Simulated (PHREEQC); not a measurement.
1 kg of water holding 0.31 mol KCl and 0.079 mol NaCl is evaporated at 40 °C; the solids stay in contact with the brine. CO2 from the air is kept out. Solids allowed: Halite, Sylvite. Others were left out.

The series has 28 steps of water left (kg), from 1 to 0.005012.

All values are PHREEQC results (Pitzer model, pitzer.dat), not measurements.

Question: Which solids form, in which order, and at which step of the series does each first stand?

Answer: Sylvite from water left = 0.06418 kg; Halite from water left = 0.01337 kg.

Constants without temperature data keep their 25 °C values here.
